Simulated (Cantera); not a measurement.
Cantera run, input and output.

```python
import numpy as np
import cantera as ct

gas = ct.Solution("gri30.yaml")
gas.TPX = 1398, 870000, {'CH4': 0.013, 'O2': 0.0025, 'N2': 1}
inlet = ct.Reservoir(gas, clone=True)

reactor = ct.IdealGasConstPressureReactor(gas, energy="off", clone=False)
exhaust = ct.Reservoir(gas, clone=True)
tau = [9.8, 2.9, 0.87, 0.26, 0.076, 0.023, 0.0067, 0.002][0]
for a, b in ((inlet, reactor), (reactor, exhaust)):
    ct.MassFlowController(a, b, mdot=lambda t: reactor.mass / tau)
net = ct.ReactorNet([reactor])
show = ['CH4', 'O2', 'HCO', 'O', 'OH', 'C2H6', 'CO2']

rows = []
print(f"{'tau/s':>10s}{'T/K':>9s}" + "".join(f"{s:>11s}" for s in show))
for tau in [9.8, 2.9, 0.87, 0.26, 0.076, 0.023, 0.0067, 0.002]:
    net.initial_time = 0.0
    net.advance(30 * tau)
    before = gas.X
    net.advance(40 * tau)
    drift = np.max(np.abs(gas.X - before) / (gas.X + 1e-9))
    rows.append([gas.T, *gas[show].X, drift])
    print(f"{tau:10.3e}{gas.T:9.1f}" + "".join(f"{x:11.3e}" for x in gas[show].X))
```

Result:

```
     tau/s      T/K        CH4         O2        HCO          O         OH       C2H6        CO2
 9.800e+00   1398.0  5.540e-03  2.408e-05  1.032e-11  3.062e-11  7.564e-10  4.504e-06  2.203e-04
 2.900e+00   1398.0  7.273e-03  9.382e-05  1.657e-11  1.170e-10  1.148e-09  1.145e-05  2.137e-04
 8.700e-01   1398.0  8.684e-03  3.085e-04  4.098e-11  3.918e-10  1.926e-09  2.658e-05  1.692e-04
 2.600e-01   1398.0  9.919e-03  8.432e-04  1.095e-10  1.057e-09  3.209e-09  5.537e-05  9.998e-05
 7.600e-02   1398.0  1.148e-02  1.843e-03  1.769e-10  1.444e-09  3.298e-09  8.740e-05  2.267e-05
 2.300e-02   1398.0  1.253e-02  2.372e-03  9.270e-11  5.812e-10  1.388e-09  5.221e-05  1.038e-06
 6.700e-03   1398.0  1.275e-02  2.448e-03  2.772e-11  2.793e-10  7.189e-10  1.626e-05  6.166e-08
 2.000e-03   1398.0  1.279e-02  2.459e-03  5.794e-12  1.866e-10  4.864e-10  3.981e-06  7.795e-09
```

Computed with Cantera and GRI-Mech 3.0 (53 species, 325 reactions). GRI-Mech 3.0 stops at C3 and has no aromatics, soot or wall deposition, so with more carbon than oxygen in the feed, carbon stays in small species such as C2H2 where larger ones or solid carbon would form.
